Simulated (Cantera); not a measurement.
An isothermal plug-flow reactor at 750 K and 200000 Pa (inlet), inlet velocity 0.067 m/s, active area per volume 3300 1/m; feed CH4 : O2 : N2 = 0.0066 : 0.11 : 0.79 (molar parts), equivalence ratio 0.12.

Detailed kinetics in Cantera: Deutschmann's 1995 Pt surface mechanism with GRI-Mech 3.0 gas chemistry. Catalytic surfaces can have several steady states; this one follows from the mechanism file's or the stated starting coverage. Mass transfer to the wall is taken as infinitely fast.

Q: Predict: x(CH4) at z = 0.093 m; x(O2) at z = 0.093 m; x(H2O) at z = 0.093 m; x(CO2) at z = 0.093 m; x(CO) at z = 0.093 m; θ(free Pt) at the exit; θ(O*) at the exit; θ(OH*) at the exit.

A: 
| Property | Result |
|---|---|
| x(CH4) at z = 0.093 m | 0.00462 |
| x(O2) at z = 0.093 m | 0.116 |
| x(H2O) at z = 0.093 m | 0.00531 |
| x(CO2) at z = 0.093 m | 0.00265 |
| x(CO) at z = 0.093 m | 3.61e-7 |
| θ(free Pt) at the exit | 0.0123 |
| θ(O*) at the exit | 0.986 |
| θ(OH*) at the exit | 0.00161 |
